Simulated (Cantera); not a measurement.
Thermodynamics of carbon deposition, reforming and gasification, feed C2H2 + O2 + H2 + NH3

A closed system holds: 1 mol C2H2, 0.014 mol O2, 0.51 mol H2, 0.12 mol NH3, at 848 K and 0.0100 bar.

These are equilibrium values from Cantera (NASA tables, ideal gas, pure condensed phases), not measurements of a reactor. Candidate condensed phases: C, C6H6, C7H8, C8H18, H2O; 136 gas species. The numbers say what is thermodynamically allowed, not how fast it happens.

```json
{
 "x(H2)": "0.945",
 "x(N2)": "0.0340",
 "x(CO)": "0.0147",
 "x(CH4)": "0.00571",
 "x(H2O)": "0.00103",
 "x(CO2)": "4.95e-5",
 "x(NH3)": "3.20e-6",
 "n(C(graphite))": "1.96 mol",
 "gas_amount": "1.766 mol"
}
```
